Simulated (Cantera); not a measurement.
What does this Cantera script print?

```python
import numpy as np
import cantera as ct

gas_names = """
    H H2 N NH NH2 NH3 N2 N2H2 N2H4 Si SiH SiH2 SiH3 SiH4 SiN Si2 Si2N Si3
""".split()
cond_names = """
    Si(cr) Si(L) Si3N4(a)
""".split()


def load(file, names, dense=False):
    # The tables refer to 1 bar. Condensed volumes are neglected.
    table = {s.name: s for s in ct.Species.list_from_file(file)}
    out = []
    for n in names:
        d = dict(table[n].input_data)
        d["thermo"] = dict(d["thermo"], **{"reference-pressure": 1e5})
        if dense:
            d["equation-of-state"] = {"model": "constant-volume", "density": "1e6 g/cm^3"}
        out.append(ct.Species.from_dict(d))
    return out


gas = ct.Solution(thermo="ideal-gas", species=load("nasa_gas.yaml", gas_names))
cond = {s.name: ct.Solution(thermo="fixed-stoichiometry", species=[s], name=s.name)
        for s in load("nasa_condensed.yaml", cond_names, dense=True)}
atoms = {
    'SiH4': {'Si': 1, 'H': 4},
    'NH3': {'N': 1, 'H': 3},
    'H2': {'H': 2},
    'N2': {'N': 2},
}
top_T = {'Si3N4(a)': 2400}  # K; cautious upper limits of use, not melting points


def equilibrate(T, P, feed):
    n = {}
    for name, mol in feed.items():
        for a, k in atoms[name].items():
            n[a] = n.get(a, 0.0) + k * mol
    gas.TPX = T, P, n
    mass = sum(n.values()) * gas.mean_molecular_weight
    gas.equilibrate("TP")
    valid = [c for c in cond.values() if c.min_temp <= T <= top_T.get(c.name, c.max_temp)]
    mix = ct.Mixture([(gas, mass / gas.mean_molecular_weight)] + [(c, 0.0) for c in valid])
    mix.T, mix.P = T, P
    mix.equilibrate("TP", solver="vcs", rtol=1e-11, max_steps=5000)
    return mix


results = []
feed = {'SiH4': 1, 'NH3': 0.77, 'H2': 1.5, 'N2': 29}  # mol
T = 1398  # K
P = 10000  # Pa
mix = equilibrate(T, P, feed)
results.append((T, P, feed, dict(zip(mix.species_names, mix.species_moles))))
print(gas.report(threshold=1e-05))
for i in range(1, mix.n_phases):
    print(f"{mix.phase(i).name:16s} {mix.phase_moles(i):12.5e} mol")
```

It prints:

```
       temperature   1398 K
          pressure   10000 Pa
           density   0.020981 kg/m^3
  mean mol. weight   24.388 kg/kmol
   phase of matter   gas

                          1 kg             1 kmol
                     ---------------   ---------------
          enthalpy        1.4184e+06        3.4592e+07  J
   internal energy         9.418e+05        2.2968e+07  J
           entropy             10381        2.5317e+05  J/K
    Gibbs function       -1.3094e+07       -3.1933e+08  J
 heat capacity c_p            1397.2             34075  J/K
 heat capacity c_v            1056.3             25760  J/K

                      mass frac. Y      mole frac. X     chem. pot. / RT
                     ---------------   ---------------   ---------------
                H2           0.01153           0.13948           -22.672
                N2           0.98847           0.86052           -28.251
     [  +16 minor]        5.2176e-07        6.0046e-06

Si(cr)            0.00000e+00 mol
Si3N4(a)          3.33333e-01 mol
```

Cantera equilibrium calculation (NASA polynomials, part measured and part estimated; ideal gas, pure solids and liquids).
